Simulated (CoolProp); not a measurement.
A closed Brayton cycle with nitrogen: compressor inlet 307.15 K and 6.4 MPa, high pressure 14.6 MPa, turbine inlet 760 K, compressor efficiency 0.89, turbine efficiency 0.9, recuperator effectiveness 0.95 (on enthalpy, no pinch check). Each further row changes one setting.

Computed with CoolProp (reference Helmholtz-energy equation of state, Span 2000).

```
case                           thermal efficiency (%)  net work (kJ/kg)  compressor to turbine work  compressor exit (K)  turbine exit (K)
-----------------------------  ----------------------  ----------------  --------------------------  -------------------  ----------------
as stated                                         [?]              58.3                        0.63                400.5             622.5
turbine inlet 710 K                              29.7               [?]                        0.67                400.5             580.2
compressor inlet 317.15 K                         [?]              54.8                        0.65                413.4             622.5
high pressure 12.4 MPa                           34.9              51.4                         [?]                380.2               [?]
recuperator effectiveness 0.5                    20.6              58.3                        0.63                400.5             622.5
```

**Question.** Some entries are withheld; supply them.

**Answer.** 
- as stated, thermal efficiency (%): 33.5
- turbine inlet 710 K, net work (kJ/kg): 48.0
- compressor inlet 317.15 K, thermal efficiency (%): 31.7
- high pressure 12.4 MPa, compressor to turbine work: 0.60
- high pressure 12.4 MPa, turbine exit (K): 647.7
